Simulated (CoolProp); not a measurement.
Vapour-liquid equilibrium of R152A (1) + n-pentane (2) at 817 kPa; x and y are mole fractions of (1).

Model: multi-fluid Helmholtz-energy mixture model, Outcalt 1996 and Thol 2019; pair parameters Bell 2016, in CoolProp.

Q: Give the bubble temperature and the first vapour's composition at x = 0.35, 0.45, 0.95. Is there an azeotrope?

A: x = 0.35: 52.3 °C, y = 0.808; x = 0.45: 48.1 °C, y = 0.840; x = 0.95: 37.0 °C, y = 0.973. No azeotrope shows between x = 0.05 and 0.95.

The pair parameters rest on a limited set of measurements; away from them the model extrapolates. With so large a gap from Raoult's law the liquid may split in two, which this calculation doesn't test in full.
